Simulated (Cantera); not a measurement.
## Adiabatic ignition

An adiabatic, constant-pressure homogeneous reactor starts with 17.5 % CH3OH, 16.4 % O2, 61.7 % N2, 4.38 % CO2, at 1423 K and 24.7 atm.

Model: GRI-Mech 3.0 (53 species, 325 reactions), integrated in Cantera. GRI-Mech 3.0 was tuned for natural gas; its chemistry of methanol as a main component is partial and can be far from experiment. The pressure lies above the range GRI-Mech 3.0 was tuned for (to about 10 atm).

```json
[
 {"t (s)": "2.00e-6", "T (K)": "1423", "x CH3OH": "0.175", "x O2": "0.164", "x CO2": "0.0438", "x C2H": "<1e-12", "x CH2": "8.85e-9"},
 {"t (s)": "5.79e-6", "T (K)": "1423", "x CH3OH": "0.175", "x O2": "0.164", "x CO2": "0.0438", "x C2H": "<1e-12", "x CH2": "8.86e-9"},
 {"t (s)": "1.68e-5", "T (K)": "1426", "x CH3OH": "0.173", "x O2": "0.163", "x CO2": "0.0437", "x C2H": "<1e-12", "x CH2": "9.23e-9"},
 {"t (s)": "4.85e-5", "T (K)": "2706", "x CH3OH": "2.32e-12", "x O2": "0.000172", "x CO2": "0.0723", "x C2H": "<1e-12", "x CH2": "5.29e-12"},
 {"t (s)": "0.000140", "T (K)": "2705", "x CH3OH": "2.33e-12", "x O2": "0.000170", "x CO2": "0.0722", "x C2H": "<1e-12", "x CH2": "5.29e-12"},
 {"t (s)": "0.000406", "T (K)": "2703", "x CH3OH": "2.36e-12", "x O2": "0.000165", "x CO2": "0.0721", "x C2H": "<1e-12", "x CH2": "5.30e-12"},
 {"t (s)": "0.00118", "T (K)": "2701", "x CH3OH": "2.37e-12", "x O2": "0.000163", "x CO2": "0.0720", "x C2H": "<1e-12", "x CH2": "5.31e-12"},
 {"t (s)": "0.00340", "T (K)": "2701", "x CH3OH": "2.37e-12", "x O2": "0.000163", "x CO2": "0.0720", "x C2H": "<1e-12", "x CH2": "5.31e-12"},
 {"t (s)": "0.00985", "T (K)": "2701", "x CH3OH": "2.37e-12", "x O2": "0.000163", "x CO2": "0.0720", "x C2H": "<1e-12", "x CH2": "5.31e-12"},
 {"t (s)": "0.0285", "T (K)": "2701", "x CH3OH": "2.37e-12", "x O2": "0.000163", "x CO2": "0.0720", "x C2H": "<1e-12", "x CH2": "5.31e-12"},
 {"t (s)": "0.0825", "T (K)": "2701", "x CH3OH": "2.37e-12", "x O2": "0.000163", "x CO2": "0.0720", "x C2H": "<1e-12", "x CH2": "5.31e-12"},
 {"t (s)": "0.239", "T (K)": "2701", "x CH3OH": "2.37e-12", "x O2": "0.000163", "x CO2": "0.0720", "x C2H": "<1e-12", "x CH2": "5.31e-12"},
 {"t (s)": "0.691", "T (K)": "2701", "x CH3OH": "2.37e-12", "x O2": "0.000163", "x CO2": "0.0720", "x C2H": "<1e-12", "x CH2": "5.31e-12"},
 {"t (s)": "2.00", "T (K)": "2701", "x CH3OH": "2.37e-12", "x O2": "0.000163", "x CO2": "0.0720", "x C2H": "<1e-12", "x CH2": "5.31e-12"}
]
```
x: mole fraction; the columns are a selection and need not sum to one.

| Item | Value |
|---|---|
| time of steepest temperature rise | 31.8 µs |
| temperature at 2.00 s | 2701 K |
| equilibrium temperature | 2701 K |
| x(CH3OH) at 2.00 s | 2.37e-12 (gas-phase equilibrium 2.45e-12) |
| x(O2) at 2.00 s | 0.000163 (gas-phase equilibrium 0.000163) |
| x(CO2) at 2.00 s | 0.0720 (gas-phase equilibrium 0.0720) |
